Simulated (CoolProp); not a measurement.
A single-stage vapour-compression cycle with the fluid: evaporating at 321.15 K (dew point), condensing at 381.15 K (bubble point), superheat 5 K, subcooling 8 K, compressor efficiency 0.7, no pressure losses. The same conditions are run with several fluids, on thermodynamics alone (safety and materials aside).

Computed with CoolProp (reference Helmholtz-energy equation of state of each fluid (R1336mzz(Z): McLinden 2020; n-perfluoropentane: Gao 2022; isohexane: Lemmon 2006; 1,2-dichloroethane: Thol 2015; n-hexane: Thol 2019; tetrahydrofuran: Fiedler 2023)).

Q: Rank R1336mzz(Z), n-perfluoropentane, isohexane, 1,2-dichloroethane, n-hexane, tetrahydrofuran by cooling COP, highest first.

A: 1,2-dichloroethane (3.33), tetrahydrofuran (3.27), n-hexane (2.95), isohexane (2.89), R1336mzz(Z) (2.72), n-perfluoropentane (1.82)

| fluid | pressure ratio | discharge temperature (K) | refrigerating effect (kJ/kg) | volumetric capacity (kJ/m³) |
|---|---|---|---|---|
| R1336mzz(Z) | 5.06 | 381.2 | 92.9 | 1010 |
| n-perfluoropentane | 4.80 | 381.1 | 29.1 | 646 |
| isohexane | 5.54 | 381.1 | 211 | 470 |
| 1,2-dichloroethane | 7.18 | 422.0 | 277 | 294 |
| n-hexane | 5.98 | 381.1 | 229 | 377 |
| tetrahydrofuran | 6.12 | 406.8 | 335 | 495 |

The compression ends wet for: R1336mzz(Z); n-perfluoropentane; isohexane; n-hexane.
